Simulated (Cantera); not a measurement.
A freely propagating, adiabatic, planar premixed flame of H₂ : O₂ : N₂ = 1 : 0.217 : 0.817 (molar parts), unburnt at 700 K and 7500 Torr; mixture-averaged transport, grid criteria slope 0.08 and curve 0.16, no radiation.

Computed with Cantera and the H2/O2 subset of GRI-Mech 3.0, which has no nitrogen chemistry. The hydrogen kinetics of GRI-Mech 3.0 are dated; newer H2 mechanisms differ, most at raised pressure. Burning velocities carry a grid error of a few per cent, more on coarse grids.

x: mole fraction of selected species; z is measured from the peak of heat release.

```
z (mm)    T (K)  u (m/s)   x H₂      x O₂     x HO₂    x H₂O       x O      x OH
--------  -----  -------  -----  --------  --------  -------  --------  --------
-0.0796     700     11.0  0.492     0.107     <1e-8    <1e-8     <1e-8     <1e-8
-0.0531     700     11.0  0.492     0.107   1.92e-8  6.07e-8     <1e-8     <1e-8
-0.0398     700     11.0  0.492     0.107         ?        ?     <1e-8     <1e-8
-0.0265     702     11.0  0.491     0.107   8.84e-6  1.68e-5   3.95e-8     <1e-8
-0.0133     782     12.0  0.478     0.107  0.000895  0.00401   2.42e-5  0.000117
-0.00663      ?     16.0  0.440         ?  0.000833        ?         ?         ?
0          1459     21.2  0.376    0.0658  0.000424    0.101   0.00135   0.00192
0.00663    1728     24.9  0.322    0.0306  0.000185    0.170   0.00154   0.00300
0.0133     1869     26.9  0.295    0.0115   6.75e-5    0.207  0.000980   0.00335
0.0265     1990     28.4  0.286   0.00176   9.86e-6    0.227  0.000435   0.00334
0.0531     2087     29.6  0.291  0.000163   1.07e-6    0.232  0.000221   0.00286
0.106      2166     30.6  0.297   3.87e-5   3.37e-7    0.235  0.000101   0.00211
0.212      2223     31.2  0.302   1.48e-5   1.28e-7    0.237   3.90e-5   0.00138
```

### Question
Fill in the missing entries.

### Answer

- -0.0398, x HO₂: 1.98e-7
- -0.0398, x H₂O: 5.25e-7
- -0.00663, T (K): 1075
- -0.00663, x O₂: 0.0965
- -0.00663, x H₂O: 0.0342
- -0.00663, x O: 0.000339
- -0.00663, x OH: 0.000849
